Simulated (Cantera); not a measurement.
A freely propagating, adiabatic, planar premixed flame of H2 : O2 : N2 = 1 : 0.704 : 2.65 (molar parts), equivalence ratio 0.71, unburnt at 300 K and 0.132 atm; mixture-averaged transport, grid criteria slope 0.08 and curve 0.16, no radiation.

Cantera simulation using the H2/O2 subset of GRI-Mech 3.0, which has no nitrogen chemistry; the numbers are that mechanism's predictions, not measurements. Burning velocities carry a grid error of a few per cent, more on coarse grids.

Problem. What does this change do: 0.32 parts H2O added?

Solution. 
| quantity | before | after |
|---|---|---|
| laminar burning velocity | 139 cm/s | 117 cm/s |
| thermal thickness | 4.60 mm | 4.11 mm |
| peak x(O) | 0.0121 | 0.00841 |
| peak x(H2O2) | 4.64e-5 | 4.81e-5 |
| peak x(H) | 0.0385 | 0.0278 |

Problem. What does this change do: inlet temperature 300 to 375 K?

Solution. 
```json
[
 {"quantity": "laminar burning velocity", "before": "139 cm/s", "after": "203 cm/s"},
 {"quantity": "thermal thickness", "before": "4.60 mm", "after": "5.24 mm"},
 {"quantity": "peak x(O)", "before": "0.0121", "after": "0.0135"},
 {"quantity": "peak x(H2O2)", "before": "4.64e-5", "after": "2.32e-5"},
 {"quantity": "peak x(H)", "before": "0.0385", "after": "0.0436"}
]
```

Problem. What does this change do: 0.21 parts H2O added?

Solution. 
```tsv
quantity	before	after
laminar burning velocity	139 cm/s	125 cm/s
thermal thickness	4.60 mm	4.23 mm
peak x(O)	0.0121	0.00954
peak x(H2O2)	4.64e-5	4.79e-5
peak x(H)	0.0385	0.0311
```
